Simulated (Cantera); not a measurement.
Mixture: CH4 : O2 : N2 = 1 : 2.3 : 8.64 (molar parts), equivalence ratio 0.87, at 9.87 atm, adiabatic and at constant volume. Ignition delay is the time to a rise of 400 K.

Cantera simulation using GRI-Mech 3.0 (53 species, 325 reactions); the numbers are that mechanism's predictions, not measurements.

### Question
What does this change do: pressure from 9.87 atm to 0.987 atm?

### Answer
```tsv
quantity	before	after
delay at 1050 K	33.7 ms	0.424 s
delay at 1150 K	8.05 ms	85.5 ms
delay at 1250 K	2.31 ms	20.2 ms
delay at 1350 K	0.749 ms	5.55 ms
delay at 1450 K	0.267 ms	1.77 ms
delay at 1550 K	0.104 ms	0.660 ms
delay at 1650 K	44.3 µs	0.288 ms
apparent activation energy between 1450 and 1650 K	180 kJ/mol	180 kJ/mol
```

### Question
What does this change do: constant pressure in place of constant volume?

### Answer
```csv
quantity,before,after
delay at 1050 K,33.7 ms,34.8 ms
delay at 1150 K,8.05 ms,8.37 ms
delay at 1250 K,2.31 ms,2.43 ms
delay at 1350 K,0.749 ms,0.795 ms
delay at 1450 K,0.267 ms,0.286 ms
delay at 1550 K,0.104 ms,0.112 ms
delay at 1650 K,44.3 µs,47.7 µs
apparent activation energy between 1450 and 1650 K,180 kJ/mol,180 kJ/mol
```
